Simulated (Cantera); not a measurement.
A perfectly stirred reactor is fed with CH4 : CO : O2 : N2 = 1 : 0.44 : 2.02 : 7.59 (molar parts), at 1600000 Pa; it is adiabatic with a 400 K inlet, and is followed from long to short residence time, starting on the burning branch (τ in s: 0.051, 0.025, 0.012, 0.0061, 0.003, 0.0015, 0.00074, 0.00037, 0.00018, 8.9e-05).

Detailed kinetics in Cantera: GRI-Mech 3.0 (53 species, 325 reactions). The pressure lies above the range GRI-Mech 3.0 was tuned for (to about 10 atm).

Problem. Predict: blow-out, bracketed by the residence times tried; x(CH4) at τ = 51.0 ms; x(CO) at τ = 51.0 ms; x(O2) at τ = 51.0 ms; x(H2O) at τ = 51.0 ms; x(NO) at τ = 51.0 ms; x(CH4) at τ = 1.50 ms; x(CO) at τ = 1.50 ms; x(O2) at τ = 1.50 ms; x(H2O) at τ = 1.50 ms; x(NO) at τ = 1.50 ms.

Solution. 
```json
{
 "blow_out_bracketed_by_the_residence_times_tried": "burning at 89.0 µs, the shortest tried",
 "x(CH4) at τ = 51.0 ms": "3.53e-6",
 "x(CO) at τ = 51.0 ms": "0.0289",
 "x(O2) at τ = 51.0 ms": "0.000228",
 "x(H2O) at τ = 51.0 ms": "0.172",
 "x(NO) at τ = 51.0 ms": "0.000424",
 "x(CH4) at τ = 1.50 ms": "4.24e-5",
 "x(CO) at τ = 1.50 ms": "0.0305",
 "x(O2) at τ = 1.50 ms": "0.00130",
 "x(H2O) at τ = 1.50 ms": "0.170",
 "x(NO) at τ = 1.50 ms": "0.000381"
}
```
